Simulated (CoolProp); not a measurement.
Vapour-liquid equilibrium of isopentane (1) + R365MFC (2) at 1.75 MPa; x and y are mole fractions of (1).

Computed with CoolProp (multi-fluid Helmholtz-energy mixture model, Lemmon 2006 and Lemmon 2016; pair parameters Bell 2016).

```json
[
 {"x": "0.05", "bubble temperature (°C)": "148.5", "y at the bubble point": "0.083", "dew temperature at overall composition x (°C)": "149.8", "liquid density (mol/L)": "6.049"},
 {"x": "0.15", "bubble temperature (°C)": "143.1", "y at the bubble point": "0.222", "dew temperature at overall composition x (°C)": "145.8", "liquid density (mol/L)": "6.080"},
 {"x": "0.25", "bubble temperature (°C)": "139.4", "y at the bubble point": "0.330", "dew temperature at overall composition x (°C)": "142.1", "liquid density (mol/L)": "6.085"},
 {"x": "0.35", "bubble temperature (°C)": "136.9", "y at the bubble point": "0.418", "dew temperature at overall composition x (°C)": "138.8", "liquid density (mol/L)": "6.078"},
 {"x": "0.45", "bubble temperature (°C)": "135.4", "y at the bubble point": "0.493", "dew temperature at overall composition x (°C)": "136.2", "liquid density (mol/L)": "6.075"},
 {"x": "0.55", "bubble temperature (°C)": "134.7", "y at the bubble point": "0.561", "dew temperature at overall composition x (°C)": "134.8", "liquid density (mol/L)": "6.086"},
 {"x": "0.65", "bubble temperature (°C)": "134.9", "y at the bubble point": "0.629", "dew temperature at overall composition x (°C)": "135.1", "liquid density (mol/L)": "6.116"},
 {"x": "0.75", "bubble temperature (°C)": "135.9", "y at the bubble point": "0.704", "dew temperature at overall composition x (°C)": "137.0", "liquid density (mol/L)": "6.165"},
 {"x": "0.85", "bubble temperature (°C)": "138.3", "y at the bubble point": "0.795", "dew temperature at overall composition x (°C)": "140.2", "liquid density (mol/L)": "6.221"},
 {"x": "0.95", "bubble temperature (°C)": "142.8", "y at the bubble point": "0.919", "dew temperature at overall composition x (°C)": "144.0", "liquid density (mol/L)": "6.261"}
]
```

y crosses x between x = 0.55 and 0.65: the model has an azeotrope there.

Pair parameters are fitted to limited data, so mixtures are less certain than the pure fluids.
